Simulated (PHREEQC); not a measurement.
A solution holds 0.093 mol HF, 0.004 mol NH4F, 0.0021 mol H2SiF6 and 0.0023 mol HCl per kg of water, at 20 °C. Closed to the air; pH follows from the charge balance.

Model: ion-association model, wateq4f.dat, run in PHREEQC.

```json
[
 {"quantity": "pH", "before": "2.05", "after": "2.44"},
 {"quantity": "ionic strength (mol/kgw)", "before": "0.0159", "after": "0.0251"},
 {"quantity": "HF (mol/kgw)", "before": "0.0633", "after": "0.0571"},
 {"quantity": "H2F2 (mol/kgw)", "before": "0.0125", "after": "0.0102"},
 {"quantity": "F- (mol/kgw)", "before": "0.00595", "after": "0.0136"},
 {"quantity": "HF2- (mol/kgw)", "before": "0.00139", "after": "0.00288"},
 {"quantity": "SI of Quartz (SiO2)", "before": "-7.32", "after": "-7.88"}
]
```

**Question.** Name the change that produced these shifts.
A) temperature from 20 to 15 °C
B) 0.015 mol/kgw NaOH added
C) NH4F from 0.004 to 0.002 mol/kgw
D) HCl left out
E) NH4F from 0.004 to 0.0008 mol/kgw

**Answer.** B, 0.015 mol/kgw NaOH added

Precipitation was switched off in this run. wateq4f.dat counts part of the HF as a dimer, H2F2, which phreeqc.dat doesn't know; its constant is uncertain. SiF6-2 is the database's only silicon fluoride.
